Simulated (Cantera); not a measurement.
Input: 1 mol SiH4, 0.29 mol C2H4, 29 mol H2, held at 2098 K and 9100 Pa.

Equilibrium computed with Cantera from the NASA thermochemical tables; the gas is ideal and each condensed phase is pure. Candidate condensed phases: C, C6H6, C7H8, C8H18, Si, SiC; 87 gas species. Mutual solubility and eutectic melting of coexisting phases are not modelled. Gases not in the tables: Si2H6 and higher silanes. Rates play no part.

Base state: H2 0.988, H 0.0101, Si 0.00144, SiH 0.000234, SiH2 0.000178, Si2C 5.83e-5, Si2 1.86e-5 (mole fractions); condensed: Si(l) + SiC(s).

Q: What changes in the equilibrium state with this change: pressure from 9100 Pa to 22000 Pa?

A: 
```tsv
species	before	after
H2	0.988	0.992
H	0.0101	0.00654
Si	0.00144	0.000594
Si2C	5.83e-5	2.41e-5
Si2	1.86e-5	7.70e-6
SiH	0.000234	0.000151
Si(l), mol	0.358	0.390
SiC(s), mol	0.577	0.578
```

Q: What changes in the equilibrium state with this change: SiH4 replaced by Si(CH3)4?

A: 
```csv
species,before,after
H2,0.988,0.988
H,0.0101,0.0101
C2H2 (acetylene),8.46e-6,0.00141
Si,0.00144,0.000111
Si2,1.86e-5,1.12e-7
CH4,2.28e-6,2.95e-5
Si2C,5.83e-5,4.51e-6
"Si(l), mol",0.358,0
"SiC(s), mol",0.577,0.994
"C(graphite), mol",0,3.48
```

Q: What changes in the equilibrium state with this change: pressure from 9100 Pa to 133 Pa?

A: 
```csv
species,before,after
H2,0.988,0.905
H,0.0101,0.0802
Si,0.00144,0.0129
SiC2,5.50e-7,0.000285
C2H2 (acetylene),8.46e-6,0.000445
Si2C,5.83e-5,0.000525
SiH2,0.000178,2.16e-5
Si2,1.86e-5,2.21e-5
"Si(l), mol",0.358,0
"SiC(s), mol",0.577,0.514
```
